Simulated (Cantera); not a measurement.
Adiabatic ignition

An adiabatic, constant-pressure homogeneous reactor starts with CH4 : O2 : N2 = 1 : 1.05 : 3.96 (molar parts), at 1675 K and 101000 Pa.

Model: GRI-Mech 3.0 (53 species, 325 reactions), integrated in Cantera.

| t (s) | T (K) | x CH4 | x O2 | x NO | x OH | x H2O2 | x H2 |
|---|---|---|---|---|---|---|---|
| 9.00e-6 | 1675 | 0.166 | 0.175 | <1e-12 | 2.11e-7 | 2.04e-7 | 9.82e-6 |
| 1.75e-5 | 1675 | 0.166 | 0.175 | <1e-12 | 3.67e-7 | 3.71e-7 | 2.12e-5 |
| 3.42e-5 | 1675 | 0.166 | 0.175 | <1e-12 | 7.10e-7 | 5.44e-7 | 5.13e-5 |
| 6.66e-5 | 1675 | 0.166 | 0.174 | 2.57e-12 | 1.55e-6 | 6.97e-7 | 0.000161 |
| 0.000130 | 1678 | 0.163 | 0.173 | 1.29e-11 | 4.71e-6 | 1.55e-6 | 0.000811 |
| 0.000253 | 1751 | 0.139 | 0.157 | 4.88e-10 | 5.34e-5 | 1.06e-5 | 0.0117 |
| 0.000493 | 2693 | 1.18e-10 | 8.00e-5 | 0.000409 | 0.00335 | 1.11e-8 | 0.141 |
| 0.000961 | 2664 | 5.14e-12 | 0.000126 | 0.000449 | 0.00410 | 1.45e-8 | 0.140 |
| 0.00187 | 2658 | 4.54e-12 | 0.000135 | 0.000507 | 0.00422 | 1.51e-8 | 0.140 |
| 0.00365 | 2658 | 4.55e-12 | 0.000135 | 0.000578 | 0.00422 | 1.51e-8 | 0.140 |
| 0.00711 | 2658 | 4.57e-12 | 0.000134 | 0.000626 | 0.00421 | 1.50e-8 | 0.140 |
| 0.0139 | 2658 | 4.57e-12 | 0.000134 | 0.000638 | 0.00421 | 1.50e-8 | 0.140 |
| 0.0270 | 2658 | 4.57e-12 | 0.000134 | 0.000639 | 0.00421 | 1.50e-8 | 0.140 |
| 0.0527 | 2658 | 4.57e-12 | 0.000134 | 0.000639 | 0.00421 | 1.50e-8 | 0.140 |
| 0.103 | 2658 | 4.57e-12 | 0.000134 | 0.000639 | 0.00421 | 1.50e-8 | 0.140 |
| 0.200 | 2658 | 4.57e-12 | 0.000134 | 0.000639 | 0.00421 | 1.50e-8 | 0.140 |
x: mole fraction; the columns are a selection and need not sum to one.

- time of steepest temperature rise: 0.309 ms
- temperature at 0.200 s: 2658 K
- equilibrium temperature: 2658 K
- x(CH4) at 0.200 s: 4.57e-12 (gas-phase equilibrium 5.16e-12)
- x(O2) at 0.200 s: 0.000134 (gas-phase equilibrium 0.000134)
- x(NO) at 0.200 s: 0.000639 (gas-phase equilibrium 0.000639)
